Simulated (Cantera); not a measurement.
**Thermodynamics of nitride etching, feed BN + HCl + N2**

Charge: 1 mol BN, 50 mol HCl, 11 mol N2, at 71000 Pa.

Equilibrium computed with Cantera from the NASA thermochemical tables; the gas is ideal and each condensed phase is pure. Candidate condensed phases: B, BN, NH4Cl; 21 gas species. The tables' values for BCl2, BCl are old estimates; treat these amounts as uncertain. Gases not in the tables: BHCl2. Rates play no part.

| T (°C) | log p HCl | log p N2 | log p H2 | log p BCl3 | log p Cl | log p BCl2 | log p H | log p Cl2 | n BN(s) |
|---|---|---|---|---|---|---|---|---|---|
| 850 | -0.25 | -0.88 | -2.10 | -2.28 | -6.62 | -8.52 | -8.42 | -7.84 | 0.545 |
| 925 | -0.25 | -0.88 | -1.95 | -2.13 | -6.06 | -7.63 | -7.70 | -7.45 | 0.362 |
| 1000 | -0.26 | -0.88 | -1.83 | -2.00 | -5.56 | -6.85 | -7.06 | -7.10 | 0.146 |
| 1075 | -0.26 | -0.87 | -1.76 | -1.93 | -5.10 | -6.23 | -6.51 | -6.74 | 0 |
| 1150 | -0.26 | -0.87 | -1.76 | -1.93 | -4.65 | -5.77 | -6.06 | -6.35 | 0 |
| 1225 | -0.26 | -0.87 | -1.76 | -1.93 | -4.24 | -5.36 | -5.64 | -6.00 | 0 |
| 1300 | -0.26 | -0.87 | -1.76 | -1.93 | -3.87 | -4.99 | -5.27 | -5.69 | 0 |
| 1375 | -0.26 | -0.87 | -1.75 | -1.94 | -3.54 | -4.65 | -4.93 | -5.40 | 0 |
| 1450 | -0.26 | -0.87 | -1.75 | -1.94 | -3.24 | -4.34 | -4.61 | -5.14 | 0 |
| 1525 | -0.26 | -0.87 | -1.75 | -1.94 | -2.96 | -4.06 | -4.33 | -4.91 | 0 |
| 1600 | -0.26 | -0.87 | -1.74 | -1.94 | -2.71 | -3.80 | -4.06 | -4.70 | 0 |
log p: log10 of the partial pressure in bar; n: condensed amount in mol.

From 850 °C to 1000 °C the condensed part is BN(s). From 1075 °C to 1600 °C nothing is condensed. The main B-bearing gas is BCl3 throughout.
